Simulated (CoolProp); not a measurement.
Vapour-liquid equilibrium of m-xylene (1) + n-nonane (2) at 142.95 °C; x and y are mole fractions of (1).

Computed with CoolProp (multi-fluid Helmholtz-energy mixture model, Zhou 2012 and Lemmon 2006; pair parameters Bell 2016).

```tsv
x	bubble pressure, mixture model (bar)	bubble pressure, Raoult's law (bar)	y, mixture model	y, Raoult's law
0.05	0.8527	0.8352	0.084	0.067
0.125	0.8973	0.8580	0.193	0.164
0.2	0.9368	0.8807	0.287	0.255
0.275	0.9718	0.9035	0.370	0.342
0.35	1.002	0.9262	0.444	0.424
0.425	1.029	0.9489	0.512	0.503
0.5	1.053	0.9717	0.576	0.578
0.575	1.073	0.9944	0.637	0.650
0.65	1.089	1.017	0.697	0.718
0.725	1.103	1.040	0.757	0.783
0.8	1.113	1.063	0.818	0.846
0.875	1.120	1.085	0.882	0.906
0.95	1.124	1.108	0.951	0.963
```

The largest gap from Raoult's law is +8.4 % in bubble pressure, at x = 0.425. No azeotrope shows between x = 0.05 and 0.95.

The pair parameters rest on a limited set of measurements; away from them the model extrapolates.
